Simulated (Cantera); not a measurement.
# Equilibrium for boron, boron nitride and boron oxide: borazine + O2 + N2

Charge: 1 mol borazine, 0.15 mol O2, a varied amount of N2, held at 625 °C and 37000 Pa.

Equilibrium computed with Cantera from the NASA thermochemical tables; the gas is ideal and each condensed phase is pure. Candidate condensed phases: B, BN, B2O3, B3O3H3, H2O; 39 gas species. The feed counts by its element totals alone. Gases not in the tables: H3BO3. Rates play no part.

From 5.6 mol N2 to 92 mol N2 the condensed part is BN(s) + B2O3(l).

| n(N2) (mol) | x N2 | x H2 | x H2O | x NH3 | x (HBO2)3 | x HBO2 | n BN(s) | n B2O3(l) |
|---|---|---|---|---|---|---|---|---|
| 5.6 | 0.655 | 0.343 | 0.00214 | 7.39e-5 | 2.94e-6 | 1.83e-7 | 2.81 | 0.0938 |
| 16 | 0.843 | 0.156 | 0.00106 | 2.57e-5 | 1.02e-6 | 1.29e-7 | 2.81 | 0.0932 |
| 27 | 0.900 | 0.0990 | 0.000687 | 1.34e-5 | 5.34e-7 | 1.04e-7 | 2.81 | 0.0931 |
| 38 | 0.927 | 0.0725 | 0.000508 | 8.55e-6 | 3.40e-7 | 8.90e-8 | 2.81 | 0.0930 |
| 49 | 0.942 | 0.0572 | 0.000403 | 6.04e-6 | 2.40e-7 | 7.93e-8 | 2.81 | 0.0930 |
| 59 | 0.952 | 0.0480 | 0.000339 | 4.66e-6 | 1.85e-7 | 7.28e-8 | 2.81 | 0.0930 |
| 70 | 0.959 | 0.0407 | 0.000289 | 3.66e-6 | 1.46e-7 | 6.71e-8 | 2.81 | 0.0929 |
| 81 | 0.964 | 0.0354 | 0.000251 | 2.98e-6 | 1.18e-7 | 6.27e-8 | 2.81 | 0.0929 |
| 92 | 0.968 | 0.0313 | 0.000223 | 2.48e-6 | 9.87e-8 | 5.90e-8 | 2.81 | 0.0929 |
x: gas mole fraction; n: condensed amount in mol.
